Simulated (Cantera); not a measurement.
**Formation from one mole of O₂**

Standard-state values (1 bar) from the NASA 1993 polynomials, evaluated with Cantera. Values are per mole of reaction as written; species without (g) are pure solids or liquids, kept so even where they would boil at 1 bar.

4 Al + O₂(g) ⇌ 2 Al₂O(g)

| T (K) | ΔH° (kJ) | ΔS° (J/K) | ΔG° (kJ) | log10 K |
|---|---|---|---|---|
| 1975 | -394.9 | 77.5 | -547.9 | 14.49 |
| 2000 | -395.9 | 77.0 | -549.9 | 14.36 |
| 2025 | -397.0 | 76.5 | -551.8 | 14.23 |
| 2050 | -398.0 | 75.9 | -553.7 | 14.11 |
| 2075 | -399.0 | 75.4 | -555.6 | 13.99 |
| 2100 | -400.0 | 75.0 | -557.5 | 13.87 |
| 2125 | -401.1 | 74.5 | -559.3 | 13.75 |
| 2150 | -402.1 | 74.0 | -561.2 | 13.63 |
| 2175 | -403.1 | 73.5 | -563.0 | 13.52 |
| 2200 | -404.2 | 73.0 | -564.9 | 13.41 |
| 2225 | -405.2 | 72.6 | -566.7 | 13.30 |

2 C + O₂(g) ⇌ 2 CO(g)

| T (K) | ΔH° (kJ) | ΔS° (J/K) | ΔG° (kJ) | log10 K |
|---|---|---|---|---|
| 1975 | -237.5 | 167.3 | -567.9 | 15.02 |
| 2000 | -237.8 | 167.1 | -572.1 | 14.94 |
| 2025 | -238.2 | 166.9 | -576.3 | 14.87 |
| 2050 | -238.6 | 166.7 | -580.5 | 14.79 |
| 2075 | -239.0 | 166.6 | -584.6 | 14.72 |
| 2100 | -239.4 | 166.4 | -588.8 | 14.65 |
| 2125 | -239.8 | 166.2 | -592.9 | 14.57 |
| 2150 | -240.2 | 166.0 | -597.1 | 14.51 |
| 2175 | -240.6 | 165.8 | -601.2 | 14.44 |
| 2200 | -241.0 | 165.6 | -605.4 | 14.37 |
| 2225 | -241.4 | 165.4 | -609.5 | 14.31 |

2 B + O₂(g) ⇌ B₂O₂(g)

```json
[
 {"T (K)": "1975", "ΔH° (kJ)": "-467.5", "ΔS° (J/K)": "17.2", "ΔG° (kJ)": "-501.4", "log10 K": "13.26"},
 {"T (K)": "2000", "ΔH° (kJ)": "-467.8", "ΔS° (J/K)": "17.0", "ΔG° (kJ)": "-501.8", "log10 K": "13.11"},
 {"T (K)": "2025", "ΔH° (kJ)": "-468.1", "ΔS° (J/K)": "16.9", "ΔG° (kJ)": "-502.3", "log10 K": "12.96"},
 {"T (K)": "2050", "ΔH° (kJ)": "-468.4", "ΔS° (J/K)": "16.7", "ΔG° (kJ)": "-502.7", "log10 K": "12.81"},
 {"T (K)": "2075", "ΔH° (kJ)": "-468.7", "ΔS° (J/K)": "16.6", "ΔG° (kJ)": "-503.1", "log10 K": "12.66"},
 {"T (K)": "2100", "ΔH° (kJ)": "-469.1", "ΔS° (J/K)": "16.4", "ΔG° (kJ)": "-503.5", "log10 K": "12.52"},
 {"T (K)": "2125", "ΔH° (kJ)": "-469.4", "ΔS° (J/K)": "16.2", "ΔG° (kJ)": "-503.9", "log10 K": "12.39"},
 {"T (K)": "2150", "ΔH° (kJ)": "-469.7", "ΔS° (J/K)": "16.1", "ΔG° (kJ)": "-504.3", "log10 K": "12.25"},
 {"T (K)": "2175", "ΔH° (kJ)": "-470.1", "ΔS° (J/K)": "15.9", "ΔG° (kJ)": "-504.7", "log10 K": "12.12"},
 {"T (K)": "2200", "ΔH° (kJ)": "-470.4", "ΔS° (J/K)": "15.8", "ΔG° (kJ)": "-505.1", "log10 K": "11.99"},
 {"T (K)": "2225", "ΔH° (kJ)": "-470.7", "ΔS° (J/K)": "15.6", "ΔG° (kJ)": "-505.5", "log10 K": "11.87"}
]
```
